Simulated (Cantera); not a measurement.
An adiabatic, constant-volume homogeneous reactor starts with CH4 : H2 : O2 : N2 = 1 : 0.15 : 6.48 : 24.4 (molar parts), at 1523 K and 500000 Pa.

Cantera simulation using GRI-Mech 3.0 (53 species, 325 reactions); the numbers are that mechanism's predictions, not measurements.

Task: Predict: time of steepest temperature rise; temperature at 2.00 s; equilibrium temperature; x(H2) at 2.00 s; x(O2) at 2.00 s; x(HO2) at 2.00 s.

Result: 
```
Property                                                               Value
---------------------------------  -----------------------------------------
time of steepest temperature rise                                   0.105 ms
temperature at 2.00 s                                                 2342 K
equilibrium temperature                                               2342 K
x(H2) at 2.00 s                    0.000172 (gas-phase equilibrium 0.000172)
x(O2) at 2.00 s                          0.130 (gas-phase equilibrium 0.130)
x(HO2) at 2.00 s                     8.65e-6 (gas-phase equilibrium 8.65e-6)
```
